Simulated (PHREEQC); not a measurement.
Make-up at 25 °C: 0.035 mol H3BO3, 0.29 mol KOH and 0.00066 mol KCl per kg of water. Closed to the air; pH follows from the charge balance.

Equilibrium calculation in PHREEQC: Pitzer model, pitzer.dat.

The pH is 13.29 and the ionic strength comes out as 0.291 mol/kgw. The activity of water is 0.990. The density is 1.014 g/cm³. The osmotic coefficient is 0.936 and the total alkalinity comes out as 290 meq/kg.

```csv
species,molality,activity,log γ
K+,0.291,0.206,-0.150
OH-,0.255,0.196,-0.115
B(OH)4-,0.0350,0.0241,-0.162
Cl-,0.000660,0.000455,-0.162
B(OH)3,2.34e-6,2.16e-6,-0.035
```

Precipitation was switched off in this run. Complexes and solids missing from the database can't appear.
